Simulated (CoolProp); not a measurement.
A single-stage vapour-compression cycle with hydrogen sulfide: evaporating at 248.15 K (dew point), condensing at 307.15 K (bubble point), superheat 0 K, subcooling 5 K, compressor efficiency 0.75, no pressure losses. Each further row changes one setting.

Model: reference Helmholtz-energy equation of state, Lemmon 2006, in CoolProp. It is a short technical equation, of lower accuracy than the large ones.

| case | cooling COP | pressure ratio | discharge temperature (K) | refrigerating effect (kJ/kg) | volumetric capacity (kJ/m³) |
|---|---|---|---|---|---|
| as stated | 2.46 | 5.46 | 413.3 | 387 | 3130 |
| evaporating temperature 253.15 K | ___ | ___ | 400.5 | ___ | 3720 |
| condensing temperature 302.15 K | ___ | 4.85 | 399.7 | 398 | 3220 |
| subcooling 10 K | 2.53 | 5.46 | 413.3 | 398 | 3220 |
| superheat 10 K | 2.41 | 5.46 | 429.6 | 398 | ___ |
| compressor efficiency 0.65 | 2.13 | 5.46 | 434.0 | 387 | 3130 |

**Question.** What belongs in the gaps?

**Answer.** 
- evaporating temperature 253.15 K, cooling COP: 2.80
- evaporating temperature 253.15 K, pressure ratio: 4.57
- evaporating temperature 253.15 K, refrigerating effect (kJ/kg): 390
- condensing temperature 302.15 K, cooling COP: 2.76
- superheat 10 K, volumetric capacity (kJ/m³): 3070
